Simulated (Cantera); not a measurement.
A perfectly stirred reactor is fed with CH4 : O2 : N2 : CO2 = 1 : 4.76 : 17.9 : 0.76 (molar parts), at 100000 Pa; it is adiabatic with a 550 K inlet, and is followed from long to short residence time, starting on the burning branch (τ in s: 0.27, 0.083, 0.026, 0.008, 0.0025, 0.00076, 0.00024, 7.3e-05, 2.3e-05).

Cantera simulation using GRI-Mech 3.0 (53 species, 325 reactions); the numbers are that mechanism's predictions, not measurements.

Question: What does this change do: O2 4.76 to 2.9 parts?

Answer: 
| quantity | before | after |
|---|---|---|
| blow-out, bracketed by the residence times tried | burning at 2.50 ms, out at 0.760 ms | burning at 2.50 ms, out at 0.760 ms |
| x(CH4) at τ = 0.270 s | 1.55e-5 | 1.12e-5 |
| x(O2) at τ = 0.270 s | 0.113 | 0.0399 |
| x(CO2) at τ = 0.270 s | 0.0718 | 0.0777 |
| x(NO2) at τ = 0.270 s | 1.52e-8 | 1.24e-8 |
| x(OH) at τ = 0.270 s | 0.000282 | 0.000392 |
| x(CH4) at τ = 2.50 ms | 0.000414 | 0.000273 |
| x(O2) at τ = 2.50 ms | 0.116 | 0.0431 |
| x(CO2) at τ = 2.50 ms | 0.0659 | 0.0717 |
| x(NO2) at τ = 2.50 ms | 2.27e-9 | 3.37e-9 |
| x(OH) at τ = 2.50 ms | 0.000880 | 0.00126 |

Question: What does this change do: inlet temperature 550 to 425 K?

Answer: 
| quantity | before | after |
|---|---|---|
| blow-out, bracketed by the residence times tried | burning at 2.50 ms, out at 0.760 ms | burning at 8.00 ms, out at 2.50 ms |
| x(CH4) at τ = 0.270 s | 1.55e-5 | 2.82e-5 |
| x(O2) at τ = 0.270 s | 0.113 | 0.113 |
| x(CO2) at τ = 0.270 s | 0.0718 | 0.0717 |
| x(NO2) at τ = 0.270 s | 1.52e-8 | 1.55e-8 |
| x(OH) at τ = 0.270 s | 0.000282 | 0.000175 |
| x(CH4) at τ = 2.50 ms | 0.000414 | 0.0410 |
| x(O2) at τ = 2.50 ms | 0.116 | 0.195 |
| x(CO2) at τ = 2.50 ms | 0.0659 | 0.0311 |
| x(NO2) at τ = 2.50 ms | 2.27e-9 | <1e-12 |
| x(OH) at τ = 2.50 ms | 0.000880 | <1e-12 |
